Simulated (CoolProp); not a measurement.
R1336mzz(Z) along the isobar 33.4 bar: fugacity coefficient from the reference equation and from simpler models built on Tc = 171.3 °C, pc = 29.04 bar, ω = 0.386; each cubic takes its own stable root.

Computed with CoolProp (reference Helmholtz-energy equation of state, McLinden 2020).

| T (°C) | phase | reference | van der Waals | Redlich-Kwong | Soave-Redlich-Kwong | Peng-Robinson |
|---|---|---|---|---|---|---|
| -66.15 | liquid | 9.881e-5 | 0.02050 | 0.0008850 | 0.0001026 | 0.0001145 |
| -62.65 | liquid | 0.0001367 | 0.02294 | 0.001140 | 0.0001415 | 0.0001564 |
| -59.05 | liquid | 0.0001884 | 0.02565 | 0.001462 | 0.0001943 | 0.0002130 |
| -55.55 | liquid | 0.0002542 | 0.02849 | 0.001843 | 0.0002614 | 0.0002842 |
| -52.05 | liquid | 0.0003390 | 0.03153 | 0.002301 | 0.0003477 | 0.0003753 |
| -48.45 | liquid | 0.0004506 | 0.03488 | 0.002866 | 0.0004612 | 0.0004943 |
| -44.95 | liquid | 0.0005880 | 0.03836 | 0.003516 | 0.0006009 | 0.0006398 |
| -41.35 | liquid | 0.0007651 | 0.04216 | 0.004303 | 0.0007811 | 0.0008262 |
| -37.85 | liquid | 0.0009791 | 0.04609 | 0.005196 | 0.0009985 | 0.001050 |
| -34.35 | liquid | 0.001242 | 0.05025 | 0.006230 | 0.001266 | 0.001323 |
| -30.75 | liquid | 0.001571 | 0.05477 | 0.007455 | 0.001601 | 0.001665 |
| -27.25 | liquid | 0.001959 | 0.05941 | 0.008818 | 0.001996 | 0.002065 |
| -23.65 | liquid | 0.002439 | 0.06442 | 0.01041 | 0.002485 | 0.002558 |
| -20.15 | liquid | 0.002995 | 0.06954 | 0.01217 | 0.003052 | 0.003128 |
| -16.65 | liquid | 0.003651 | 0.07490 | 0.01414 | 0.003723 | 0.003800 |
| -13.05 | liquid | 0.004446 | 0.08067 | 0.01641 | 0.004536 | 0.004611 |
